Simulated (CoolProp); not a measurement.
C2F6 (R116) along the isobar 0.788 MPa: Z from the reference equation and from simpler models built on Tc = 293.0 K, pc = 3.048 MPa, ω = 0.257; each cubic takes its own stable root.

Values from CoolProp's reference Helmholtz-energy equation of state, Lemmon 2006. It is a short technical equation, of lower accuracy than the large ones.

| T (K) | phase | reference |
|---|---|---|
| 203.3 | liquid | 0.04095 |
| 216.4 | liquid | 0.04005 |
| 229.5 | liquid | 0.03955 |
| 242.6 | liquid | 0.03953 |
| 255.7 | gas | 0.8426 |
| 268.8 | gas | 0.8712 |
| 281.9 | gas | 0.8929 |
| 295 | gas | 0.9099 |
| 308.1 | gas | 0.9235 |
| 321.2 | gas | 0.9346 |
| 334.3 | gas | 0.9438 |
| 347.4 | gas | 0.9515 |

Problem. How far does each simpler model (van der Waals, Redlich-Kwong) lie from the reference over these 12 states: mean and median of the absolute difference, and the worst?

Solution. 
- van der Waals: mean 508.3 %, median 2.3 %, worst +2083.2 % at 242.6 K and 0.788 MPa
- Redlich-Kwong: mean 168.7 %, median 0.6 %, worst +1989.8 % at 242.6 K and 0.788 MPa

At some of these states van der Waals, Redlich-Kwong gives the other phase, because its saturation line lies elsewhere.
